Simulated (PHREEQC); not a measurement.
A solution holds 0.016 mol/kgw ZnI2 and 7e-06 mol/kgw Ag2SO4, at 25 °C. Closed to the air; pH follows from the charge balance.

Computed with PHREEQC (ion-association model, wateq4f.dat).

This is a speciation only: nothing precipitates in the calculation.

Problem. Order these Ag species by the share of Ag that they hold, largest first: AgI4-3, AgI3-2, AgI2-.

Solution. AgI3-2 (71 %), AgI4-3 (25 %), AgI2- (3.1 %)

The pH is 5.52 and the ionic strength 0.0480 mol/kgw. Saturation is exceeded, for instance for Iodyrite; the values hold only as long as no solid forms. Complexes and solids missing from the database can't appear.
